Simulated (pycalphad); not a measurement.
Effect of Si content in Ti-Si

Source of the numbers: pycalphad with the COST 507 light-alloy database (1999); pressure 1 atm. The data set is of 1999 and partly superseded. Amounts are mole fractions of atoms. Kinetics are ignored, which matters at the lower temperatures.

```tsv
alloy	liquidus (K)	first solid	solidus (K)	phases at 600 K
Ti-0.09394Si (wt.%)	1938	BCC_A2	1920	HCP_A3 1.00
Ti-0.1233Si (wt.%)	1937	BCC_A2	1913	HCP_A3 1.00
Ti-0.2469Si (wt.%)	1933	BCC_A2	1884	HCP_A3 0.99, SITI3 0.01
Ti-0.3706Si (wt.%)	…	BCC_A2	…	HCP_A3 0.99, SITI3 0.01
```

Some entries are withheld; supply them.


- Ti-0.3706Si (wt.%), liquidus (K): 1929
- Ti-0.3706Si (wt.%), solidus (K): 1855

Database names, with the compositions (at.%) that they take in these runs: SITI3: Ti 75 Si 25. BCC_A2 is bcc; HCP_A3 is hcp.
